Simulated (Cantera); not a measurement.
## Thermodynamics of tantalum, niobium, vanadium and zirconium in process gases, feed Nb + N2O

A closed system holds: 1 mol Nb, 12 mol N2O, at 752 °C and 10.0 mbar.

Cantera equilibrium calculation (NASA polynomials, part measured and part estimated; ideal gas, pure solids and liquids). Candidate condensed phases: Nb, NbO, NbO2, Nb2O5; 12 gas species. Condensed phases not in the tables: the oxides between NbO2 and Nb2O5. Kinetics and transport are ignored.

| Quantity | Value |
|---|---|
| x(N2) | 0.716 |
| x(O2) | 0.284 |
| x(NO) | 4.53e-5 |
| n(Nb2O5(s)) | 0.500 mol |
| gas amount | 16.75 mol |
| log10 activity of NbO2(s) (absent) | -5.33 |
| log10 activity of Nb(s) (absent) | -33.80 |
